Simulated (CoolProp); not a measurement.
Vapour pressure (MPa) of chlorine: the reference equation beside estimates from Tc = 416.9 K, pc = 7.642 MPa, ω = 0.070. Clausius-Clapeyron is anchored at 311.8 K with a constant enthalpy of vaporisation of 16.78 kJ/mol.

Computed with CoolProp (reference Helmholtz-energy equation of state, Thol 2021).

```json
[
 {"T (K)": "270.5", "reference": "0.3372", "Clausius-Clapeyron": "0.4109", "van der Waals": "1.029", "Peng-Robinson": "0.3431"},
 {"T (K)": "280.8", "reference": "0.4696", "Clausius-Clapeyron": "0.5403", "van der Waals": "1.255", "Peng-Robinson": "0.4738"},
 {"T (K)": "291.1", "reference": "0.6376", "Clausius-Clapeyron": "0.6968", "van der Waals": "1.513", "Peng-Robinson": "0.6389"},
 {"T (K)": "301.5", "reference": "0.8486", "Clausius-Clapeyron": "0.8851", "van der Waals": "1.806", "Peng-Robinson": "0.8459"},
 {"T (K)": "311.8", "reference": "1.104", "Clausius-Clapeyron": "1.104", "van der Waals": "2.130", "Peng-Robinson": "1.096"},
 {"T (K)": "322.1", "reference": "1.411", "Clausius-Clapeyron": "1.358", "van der Waals": "2.490", "Peng-Robinson": "1.397"},
 {"T (K)": "332.4", "reference": "1.775", "Clausius-Clapeyron": "?", "van der Waals": "2.886", "Peng-Robinson": "1.755"},
 {"T (K)": "342.7", "reference": "2.202", "Clausius-Clapeyron": "1.979", "van der Waals": "3.319", "Peng-Robinson": "2.176"},
 {"T (K)": "353", "reference": "2.696", "Clausius-Clapeyron": "2.350", "van der Waals": "?", "Peng-Robinson": "2.665"},
 {"T (K)": "363.3", "reference": "3.262", "Clausius-Clapeyron": "2.764", "van der Waals": "4.303", "Peng-Robinson": "3.229"},
 {"T (K)": "373.6", "reference": "3.908", "Clausius-Clapeyron": "?", "van der Waals": "4.856", "Peng-Robinson": "3.875"},
 {"T (K)": "383.9", "reference": "4.637", "Clausius-Clapeyron": "3.724", "van der Waals": "5.451", "Peng-Robinson": "4.610"},
 {"T (K)": "394.2", "reference": "5.457", "Clausius-Clapeyron": "4.273", "van der Waals": "6.088", "Peng-Robinson": "5.441"},
 {"T (K)": "404.5", "reference": "6.378", "Clausius-Clapeyron": "4.868", "van der Waals": "6.768", "Peng-Robinson": "6.374"}
]
```

Task: What belongs in the gaps?

Result: 
- 332.4, Clausius-Clapeyron: 1.649
- 353, van der Waals: 3.791
- 373.6, Clausius-Clapeyron: 3.222

Absolute difference from the reference over all 14 rows, mean and median: Clausius-Clapeyron 13.0 and 13.9 %, van der Waals 74.1 and 56.7 %, Peng-Robinson 0.8 and 0.9 %.
